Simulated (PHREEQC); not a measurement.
Dissolve 0.0028 mol/kgw HF, 0.0025 mol/kgw ZnSO4 and 0.0048 mol/kgw KCl at 25 °C. Closed to the air; pH follows from the charge balance.

Computed with PHREEQC (ion-association model, phreeqc.dat).

Q: The ionic strength comes out as 0.0141 mol/kgw. What activity coefficients do ZnF+, HSO4-, F-, Cl-, SO4-2 get?

A: ZnF+ 0.89, HSO4- 0.89, F- 0.89, Cl- 0.89, SO4-2 0.63.

Precipitation was switched off in this run. Species that the database lacks are ignored.
